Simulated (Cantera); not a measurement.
A perfectly stirred reactor is fed with C2H6 : N2 = 1 : 50 (molar parts), at 101000 Pa; it is held at 1775 K, and followed from long to short residence time.

Cantera simulation using GRI-Mech 3.0 (53 species, 325 reactions); the numbers are that mechanism's predictions, not measurements. GRI-Mech 3.0 stops at C3 and has no aromatics, soot or wall deposition, so with more carbon than oxygen in the feed, carbon stays in small species such as C2H2 where larger ones or solid carbon would form.

What does this change do: temperature 1775 to 1200 K?


| quantity | before | after |
|---|---|---|
| x(C2H6) at τ = 29.0 s | 3.55e-8 | 8.78e-5 |
| x(H2) at τ = 29.0 s | 0.0372 | 0.0263 |
| x(CH2) at τ = 29.0 s | 1.48e-8 | 4.23e-12 |
| x(H) at τ = 29.0 s | 5.68e-5 | 2.52e-7 |
| x(C2H) at τ = 29.0 s | 2.23e-7 | 2.11e-11 |
| x(C2H6) at τ = 88.0 ms | 9.44e-6 | 0.00385 |
| x(H2) at τ = 88.0 ms | 0.0332 | 0.0173 |
| x(CH2) at τ = 88.0 ms | 3.27e-7 | 1.66e-10 |
| x(H) at τ = 88.0 ms | 7.76e-5 | 1.29e-6 |
| x(C2H) at τ = 88.0 ms | 3.18e-7 | 5.19e-11 |

What does this change do: 0.79 parts H2O added?


```json
[
 {"quantity": "x(C2H6) at τ = 29.0 s", "before": "3.55e-8", "after": "3.87e-8"},
 {"quantity": "x(H2) at τ = 29.0 s", "before": "0.0372", "after": "0.0570"},
 {"quantity": "x(CH2) at τ = 29.0 s", "before": "1.48e-8", "after": "1.45e-8"},
 {"quantity": "x(H) at τ = 29.0 s", "before": "5.68e-5", "after": "7.03e-5"},
 {"quantity": "x(C2H) at τ = 29.0 s", "before": "2.23e-7", "after": "1.07e-7"},
 {"quantity": "x(C2H6) at τ = 88.0 ms", "before": "9.44e-6", "after": "9.23e-6"},
 {"quantity": "x(H2) at τ = 88.0 ms", "before": "0.0332", "after": "0.0371"},
 {"quantity": "x(CH2) at τ = 88.0 ms", "before": "3.27e-7", "after": "3.29e-7"},
 {"quantity": "x(H) at τ = 88.0 ms", "before": "7.76e-5", "after": "7.97e-5"},
 {"quantity": "x(C2H) at τ = 88.0 ms", "before": "3.18e-7", "after": "2.55e-7"}
]
```
